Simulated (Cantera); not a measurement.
Charge: 1 mol SiC, 0.082 mol N₂O, 500 mol H₂, equilibrated at 1075 °C.

Method: chemical equilibrium by Gibbs-energy minimisation in Cantera with the NASA 1993 tables (ideal gas, pure condensed phases). Candidate condensed phases: C, C₆H₆, C₇H₈, C₈H₁₈, H₂O, Si, SiC, SiO₂, Si₂N₂O, Si₃N₄; 151 gas species. Mutual solubility and eutectic melting of coexisting phases are not modelled. Kinetics and transport are ignored.

At 0.0100 bar, list the 5 most abundant gas species with their mole fractions, and the condensed phases.

H₂ 1.000, N₂ 0.000127, CO 9.85e-5, SiO 2.85e-5, H 2.31e-5. Condensed: SiC(s) + Si₂N₂O(s).
